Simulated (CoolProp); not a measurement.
Saturation properties of toluene (Tc = 318.6 °C, pc = 41.26 bar, ω = 0.266).

Computed with CoolProp (reference Helmholtz-energy equation of state, Lemmon 2006). It is a short technical equation, of lower accuracy than the large ones.

```tsv
T (°C)	p (bar)	liquid cp (kJ/(kg K))	surface tension (mN/m)	liquid viscosity (µPa s)	vapour viscosity (µPa s)
16.45	0.02405	1.674	29.0	614	6.79
21.95	0.03239	1.692	28.3	573	6.91
27.45	0.04307	1.709	27.6	536	7.03
33.05	0.05685	1.727	26.9	502	7.15
38.55	0.07381	1.745	26.3	472	7.26
44.05	0.09480	1.764	25.6	445	7.38
49.55	0.1205	1.782	24.9	421	7.50
55.15	0.1524	1.802	24.3	398	7.62
60.65	0.1902	1.821	23.6	377	7.74
66.15	0.2354	1.840	23.0	358	7.86
71.65	0.2889	1.860	22.3	341	7.97
```

It boils at 110.6 °C under 1 atm.

Viscosity comes from a separate model (Avgeri 2015). Surface tension comes from a separate correlation (Mulero 2012).
